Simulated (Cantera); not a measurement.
## Moist CO burnout

A perfectly stirred reactor is fed with CO : O2 : H2O : N2 = 0.0055 : 0.063 : 0.00065 : 1 (molar parts), at 4.93 atm; it is held at 1023 K, and followed from long to short residence time.

Model: GRI-Mech 3.0 (53 species, 325 reactions), integrated in Cantera.

| τ (s) | x CO | x O2 | x H2O | x O | x CO2 |
|---|---|---|---|---|---|
| 4.2 | 0.00324 | 0.0580 | 0.000608 | 3.36e-8 | 0.00191 |
| 0.85 | 0.00459 | 0.0587 | 0.000608 | 3.77e-8 | 0.000551 |
| 0.17 | 0.00505 | 0.0589 | 0.000608 | 3.12e-8 | 9.05e-5 |
| 0.035 | 0.00514 | 0.0589 | 0.000608 | 5.87e-9 | 2.09e-6 |
| 0.0070 | 0.00514 | 0.0589 | 0.000608 | 2.34e-9 | 7.05e-8 |
| 0.0014 | 0.00514 | 0.0589 | 0.000608 | 1.47e-9 | 7.44e-9 |
| 0.00028 | 0.00514 | 0.0589 | 0.000608 | 5.76e-10 | 1.00e-9 |
x: mole fraction; the columns are a selection and need not sum to one.
